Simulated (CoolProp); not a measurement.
Model: reference Helmholtz-energy equation of state, Lemmon 2006, in CoolProp. It is a short technical equation, of lower accuracy than the large ones.

Q: For acetone, give the phase and the Z, cp (kJ/(kg K)), Joule-Thomson coefficient (K/MPa), isothermal compressibility (1/MPa) at 550 K and 2.35 MPa; 550 K and 8.21 MPa.

A: 
- 550 K and 2.35 MPa: gas; Z 0.842, cp 2.26, Joule-Thomson coefficient 9.68, isothermal compressibility 0.511
- 550 K and 8.21 MPa: supercritical; Z 0.336, cp 5.20, Joule-Thomson coefficient 5.91, isothermal compressibility 0.218
